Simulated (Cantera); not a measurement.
Charge: 1 mol toluene, 0.24 mol NH3, 0.34 mol N2, held at 2350 K and 3.20 mbar.

Cantera equilibrium calculation (NASA polynomials, part measured and part estimated; ideal gas, pure solids and liquids). Candidate condensed phases: C, C6H6, C7H8, C8H18; 92 gas species. Rates play no part.

Base state: H2 0.717, H 0.187, N2 0.0802, HCN 0.0114, C2H2 (acetylene) 0.00395, HNC 0.00111, CN 0.000137, C2H 5.26e-5 (mole fractions); condensed: C(graphite).

Task: What changes in the equilibrium state with this change: pressure from 3.20 mbar to 0.310 bar?

Result: 
| species | before | after |
|---|---|---|
| H2 | 0.717 | 0.873 |
| N2 | 0.0802 | 0.0872 |
| H | 0.187 | 0.0209 |
| HCN | 0.0114 | 0.0131 |
| CH4 | 3.20e-7 | 4.59e-5 |
| C3 | 1.29e-5 | 1.33e-7 |
| CH3 | 1.55e-6 | 2.05e-5 |
| C(graphite), mol | 6.89 | 6.88 |
